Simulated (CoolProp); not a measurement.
A simple Rankine cycle with sulfur dioxide: condensing at 308.15 K, boiler at 2.19 MPa, turbine inlet 366.9 K, turbine efficiency 0.65, pump efficiency 0.8, no recuperator. Each further row changes one setting.

Model: reference Helmholtz-energy equation of state, Gao 2016, in CoolProp.

```csv
case,thermal efficiency (%),net work (kJ/kg),heat in (kJ/kg),turbine exit temperature (K),volume ratio over the turbine
as stated,8.5,30.6,360,308.2,3.72
turbine inlet 386.9 K,8.7,32.9,380,309.2,3.53
condensing temperature 300.15 K,(withheld),(withheld),371,300.2,(withheld)
boiler pressure 1.53 MPa,(withheld),24.7,373,(withheld),2.54
turbine efficiency 0.55,7.1,25.6,360,308.2,3.77
```

Fill in the missing entries.


- condensing temperature 300.15 K, thermal efficiency (%): 9.7
- condensing temperature 300.15 K, net work (kJ/kg): 35.9
- condensing temperature 300.15 K, volume ratio over the turbine: 4.72
- boiler pressure 1.53 MPa, thermal efficiency (%): 6.6
- boiler pressure 1.53 MPa, turbine exit temperature (K): 311.3

The expansion ends wet for: as stated; condensing temperature 300.15 K; turbine efficiency 0.55.
